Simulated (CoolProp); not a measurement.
Values from CoolProp's reference Helmholtz-energy equation of state, Lemmon 2006. It is a short technical equation, of lower accuracy than the large ones.

For C2F6 (R116), give the phase and the Z, cv (kJ/(kg K)), speed of sound (m/s), conductivity (mW/(m K)) at 298.6 K and 7720 kPa; 327.2 K and 7720 kPa.


- 298.6 K and 7720 kPa: supercritical; Z 0.389, cv 0.775, speed of sound 236, conductivity 45.2
- 327.2 K and 7720 kPa: supercritical; Z 0.461, cv 0.820, speed of sound 157, conductivity 36.8

Thermal conductivity comes from a separate model (Huber 2003), an estimate that may be off by 10 % or more.
